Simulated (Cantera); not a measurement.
An isothermal, constant-pressure homogeneous reactor starts with H₂ : O₂ : N₂ = 0.4 : 1 : 0.15 (molar parts), equivalence ratio 0.20, at 1423 K and 370 Pa.

Model: the H2/O2 subset of GRI-Mech 3.0, which has no nitrogen chemistry, integrated in Cantera. Radical loss at walls, strong at low pressure, is not modelled. The temperature is held fixed by assumption; the heat of reaction is taken as removed at once.

**Question.** Predict: x(H₂) at 20.0 s; x(O₂) at 20.0 s; x(O) at 20.0 s; x(OH) at 20.0 s; x(HO₂) at 20.0 s; x(H) at 20.0 s.

**Answer.** 
- x(H₂) at 20.0 s = 7.48e-6 (gas-phase equilibrium 4.07e-6)
- x(O₂) at 20.0 s = 0.592 (gas-phase equilibrium 0.592)
- x(O) at 20.0 s = 3.15e-5 (gas-phase equilibrium 1.71e-5)
- x(OH) at 20.0 s = 0.000475 (gas-phase equilibrium 0.000350)
- x(HO₂) at 20.0 s = 8.35e-8 (gas-phase equilibrium 1.00e-7)
- x(H) at 20.0 s = 5.52e-7 (gas-phase equilibrium 2.22e-7)
